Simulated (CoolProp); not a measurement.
Ethanol at several states: fugacity coefficient from the reference equation and from simpler models built on Tc = 514.7 K, pc = 6.268 MPa, ω = 0.644; each cubic takes its own stable root.

Values from CoolProp's reference Helmholtz-energy equation of state, Schroeder 2014.

```tsv
T (K)	p (MPa)	phase	reference	van der Waals	Soave-Redlich-Kwong
586.8	3.36	gas	[?]	[?]	0.9005
174	0.968	liquid	1.729e-8	[?]	3.151e-9
458.3	0.106	gas	0.9912	0.9934	0.9910
327.4	6.82	liquid	[?]	[?]	[?]
348	0.615	liquid	[?]	[?]	0.1421
```

Q: What belongs in the gaps?

A: 
- 586.8, reference: 0.9164
- 586.8, van der Waals: 0.8862
- 174, van der Waals: 0.007690
- 327.4, reference: 0.006030
- 327.4, van der Waals: 0.1278
- 327.4, Soave-Redlich-Kwong: 0.006105
- 348, reference: 0.1403
- 348, van der Waals: 0.9276

At some of these states van der Waals gives the other phase, because its saturation line lies elsewhere.
